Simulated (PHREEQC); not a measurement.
Dissolve 67 mmol/kgw HCl and 8.9 mmol/kgw ZnSO4 at 25 °C. Closed to the air; pH follows from the charge balance.

Computed with PHREEQC (ion-association model, wateq4f.dat).

This is a speciation only: nothing precipitates in the calculation.

Order these S species by the share of S that they hold, largest first: SO4-2, ZnSO4, HSO4-, Zn(SO4)2-2.

HSO4- (65 %), SO4-2 (27 %), ZnSO4 (7.6 %), Zn(SO4)2-2 (0.30 %)

Order these Zn species by the share of Zn that they hold, largest first: Zn(SO4)2-2, Zn+2, ZnSO4, ZnCl+, ZnCl2.

Zn+2 (86 %), ZnSO4 (7.6 %), ZnCl+ (6.3 %), ZnCl2 (0.26 %), Zn(SO4)2-2 (0.15 %)

The pH is 1.29 and the ionic strength 0.0870 mol/kgw.
